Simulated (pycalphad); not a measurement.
Source of the numbers: pycalphad with the COST 507 light-alloy database (1999); pressure 1 atm. The data set is of 1999 and partly superseded. Not assessed as a whole: an extrapolation from subsystems, which can miss ternary compounds. Phase fractions are per mole of atoms. Kinetics are ignored, which matters at the lower temperatures.

Give the equilibrium state of Ti-0.3386V-8.618Si (wt.%) at 750 K.

SITI3, fraction 0.548, with no V, 16.4 Si wt.%; hcp, fraction 0.452, with 0.71 V, 0.20 Si wt.%.

Give the equilibrium state of Ti-0.3386V-8.618Si (wt.%) at 1350 K.

bcc, fraction 0.505, with 0.64 V, 1.7 Si wt.%; SITI3, fraction 0.495, with no V, 16.4 Si wt.%.

Database names, with the compositions (at.%) that they take in these runs: SITI3: Ti 75 Si 25. An entry "none" or "no" means that the model of the phase leaves that element out.
